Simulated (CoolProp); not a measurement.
Isopentane along the isotherm 500 K: Z from the reference equation and from simpler models built on Tc = 460.3 K, pc = 33.78 bar, ω = 0.227; each cubic takes its own stable root.

Model: reference Helmholtz-energy equation of state, Lemmon 2006, in CoolProp. It is a short technical equation, of lower accuracy than the large ones.

```
p (bar)          phase  reference
-------  -------------  ---------
13                 gas     0.8930
26                 gas     0.7688
39       supercritical     0.6179
52       supercritical     0.4384
65       supercritical     0.3744
78       supercritical     0.3948
91       supercritical     0.4298
104      supercritical     0.4687
117      supercritical     0.5091
130      supercritical     0.5500
143      supercritical     0.5909
156      supercritical     0.6318
169      supercritical     0.6726
```

Question: How far does each simpler model (van der Waals, Redlich-Kwong, Soave-Redlich-Kwong, Peng-Robinson) lie from the reference over these 13 states: mean and median of the absolute difference, and the worst?

Answer: 
- van der Waals: mean 19.8 %, median 27.3 %, worst +30.2 % at 500 K and 169 bar
- Redlich-Kwong: mean 6.0 %, median 6.8 %, worst +10.6 % at 500 K and 78 bar
- Soave-Redlich-Kwong: mean 9.3 %, median 10.1 %, worst +17.9 % at 500 K and 65 bar
- Peng-Robinson: mean 3.0 %, median 2.4 %, worst +9.2 % at 500 K and 65 bar
